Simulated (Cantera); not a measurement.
Feed: 1 mol C2H6, 0.062 mol O2, 0.079 mol CO2, equilibrated at 700 K and 0.260 bar.

These are equilibrium values from Cantera (NASA tables, ideal gas, pure condensed phases), not measurements of a reactor. Candidate condensed phases: C, C6H6, C7H8, C8H18, H2O; 110 gas species. The numbers say what is thermodynamically allowed, not how fast it happens.

Base state: H2 0.441, CH4 0.431, H2O 0.119, CO2 0.00614, CO 0.00242 (mole fractions); condensed: C(graphite).

Question: What changes in the equilibrium state with this change: temperature from 700 K to 773.15 K?

Answer: 
```json
[
 {"species": "H2", "before": "0.441", "after": "0.656"},
 {"species": "CH4", "before": "0.431", "after": "0.237"},
 {"species": "H2O", "before": "0.119", "after": "0.0885"},
 {"species": "CO", "before": "0.00242", "after": "0.0109"},
 {"species": "CO2", "before": "0.00614", "after": "0.00754"},
 {"species": "C(graphite), mol", "before": "1.15", "after": "1.45"}
]
```

Question: What changes in the equilibrium state with this change: CO2 from 0.079 to 2.5 mol?

Answer: 
```
species            before   after
----------------  -------  ------
CO2               0.00614   0.379
H2O                 0.119   0.364
H2                  0.441   0.172
CH4                 0.431  0.0656
CO                0.00242  0.0190
C(graphite), mol     1.15    2.42
```
